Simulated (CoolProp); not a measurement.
Vapour pressure (MPa) of hydrogen chloride: the reference equation beside estimates from Tc = 51.5 °C, pc = 8.314 MPa, ω = 0.130. Clausius-Clapeyron is anchored at -100.75 °C with a constant enthalpy of vaporisation of 16.77 kJ/mol.

Values from CoolProp's reference Helmholtz-energy equation of state, Thol 2018.

| T (°C) | reference | Clausius-Clapeyron | van der Waals | Redlich-Kwong |
|---|---|---|---|---|
| -107.15 | 0.02385 | 0.02407 | 0.2683 | 0.02544 |
| -100.75 | 0.03779 | 0.03779 | 0.3434 | ? |
| -94.25 | ? | 0.05779 | 0.4337 | ? |
| -87.85 | 0.08584 | 0.08530 | 0.5377 | 0.09865 |
| -81.35 | 0.1240 | 0.1233 | 0.6598 | 0.1443 |
| -74.85 | ? | ? | ? | 0.2047 |
| -68.45 | 0.2383 | ? | 0.9556 | 0.2811 |
| -61.95 | 0.3205 | 0.3240 | 1.134 | 0.3790 |
| -55.55 | 0.4213 | 0.4290 | 1.330 | 0.4980 |

Task: Complete the blanks.

Result: 
- -100.75, Redlich-Kwong: 0.04162
- -94.25, reference: 0.05808
- -94.25, Redlich-Kwong: 0.06556
- -74.85, reference: 0.1743
- -74.85, Clausius-Clapeyron: 0.1741
- -74.85, van der Waals: 0.7996
- -68.45, Clausius-Clapeyron: 0.2393

Absolute difference from the reference over all 9 rows, mean and median: Clausius-Clapeyron 0.7 and 0.6 %, van der Waals 507.6 and 432.1 %, Redlich-Kwong 14.8 and 16.4 %.
